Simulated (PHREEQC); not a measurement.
1 kg of water holding 0.15 mol NaCl meets 20 L of dry gas (CO2 0.63, N2 0.37 by moles) at fixed total pressure, at 80 °C; fugacities by Peng-Robinson. The gases take part in no redox reaction, some water evaporates into the gas, and hydrates or a liquid gas phase aren't modelled. Precipitation was switched off in this run.

Computed with PHREEQC (ion-association model, phreeqc.dat).

Problem. Predict dissolved CO2 (all carbonate carbon) (mol/kgw), φ of CO2 at P (atm) = 20, 40, 150.

Solution. 
```tsv
P (atm)	dissolved CO2 (all carbonate carbon) (mol/kgw)	φ of CO2
20	0.140	0.940
40	0.263	0.884
150	0.665	0.648
```

At this temperature some constants are extrapolated from 25 °C, and those without enthalpy data are left unchanged.
